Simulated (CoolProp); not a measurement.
The numbers come from the reference Helmholtz-energy equation of state, Gao 2022 in CoolProp.

Task: For n-perfluorohexane, give the phase and the density (kg/m³), cv (kJ/(kg K)), speed of sound (m/s), expansivity (1/kK) at 37.25 °C and 1.01 bar; 77.15 °C and 1.01 bar; 117.05 °C and 1.01 bar.

Result: 
- 37.25 °C and 1.01 bar: liquid; density 1640, cv 0.869, speed of sound 482, expansivity 1.83
- 77.15 °C and 1.01 bar: gas; density 12.3, cv 0.871, speed of sound 89.6, expansivity 3.41
- 117.05 °C and 1.01 bar: gas; density 10.9, cv 0.921, speed of sound 96.1, expansivity 2.89
